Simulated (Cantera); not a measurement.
Charge: 1 mol CO2, 3 mol H2, held at 120000 Pa.

Method: chemical equilibrium by Gibbs-energy minimisation in Cantera with the NASA 1993 tables (ideal gas, pure condensed phases). Candidate condensed phases: C, C6H6, C7H8, C8H18, H2O; 110 gas species. Rates play no part.

x: gas mole fraction; nothing condenses.

| T (°C) | x H2 | x H | x CO | x H2O | x OH | x O | x CO2 |
|---|---|---|---|---|---|---|---|
| 2775 | 0.437 | 0.110 | 0.220 | 0.199 | 0.0173 | 0.00265 | 0.0134 |
| 2825 | 0.426 | [?] | 0.218 | 0.192 | [?] | [?] | 0.0129 |
| 2875 | 0.415 | 0.143 | 0.215 | 0.185 | 0.0236 | 0.00492 | 0.0125 |
| 2925 | 0.402 | 0.162 | 0.212 | 0.176 | 0.0272 | 0.00656 | 0.0120 |
| 2975 | 0.389 | [?] | 0.209 | 0.167 | [?] | [?] | 0.0114 |
| 3025 | 0.375 | 0.203 | 0.206 | 0.157 | 0.0347 | 0.0112 | 0.0108 |
| 3075 | 0.361 | 0.226 | 0.203 | 0.146 | 0.0384 | 0.0142 | 0.0102 |
| 3125 | 0.346 | 0.250 | 0.199 | 0.134 | 0.0420 | 0.0178 | 0.00947 |
| 3175 | 0.330 | 0.275 | 0.195 | 0.121 | 0.0452 | 0.0220 | 0.00875 |

**Question.** Some entries are withheld; supply them.

**Answer.** 
- 2975, x H: 0.182
- 2975, x OH: 0.0309
- 2975, x O: 0.00861
- 2825, x H: 0.126
- 2825, x OH: 0.0203
- 2825, x O: 0.00364
